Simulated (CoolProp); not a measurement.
Saturation properties of the fluoroketone C6F12O (FK-5-1-12).

The numbers come from the reference Helmholtz-energy equation of state, McLinden 2015 in CoolProp.

```
T (K)   p (bar)  liquid density (kg/m³)  vapour density (kg/m³)  enthalpy of vaporisation (kJ/kg)  liquid cp (kJ/(kg K))
-----  --------  ----------------------  ----------------------  --------------------------------  ---------------------
221.2  0.003472                    1818                 0.05972                             115.6                  1.100
230.4  0.007615                    1793                  0.1258                             113.0                  1.095
239.7   0.01560                    1768                  0.2480                             110.5                  1.092
249     0.02986                    1743                  0.4581                             108.0                  1.090
258.2   0.05358                    1717                  0.7948                             105.5                  1.089
267.5   0.09188                    1691                   1.320                             103.1                  1.090
276.7    0.1497                    1665                   2.091                             100.6                  1.092
286      0.2357                    1638                   3.205                             98.15                  1.096
295.3    0.3578                    1611                   4.752                             95.62                  1.101
304.5    0.5242                    1583                   6.819                             93.07                  1.107
313.8    0.7497                    1554                   9.580                             90.42                  1.114
```

It boils at 322.2 K under 1 atm.
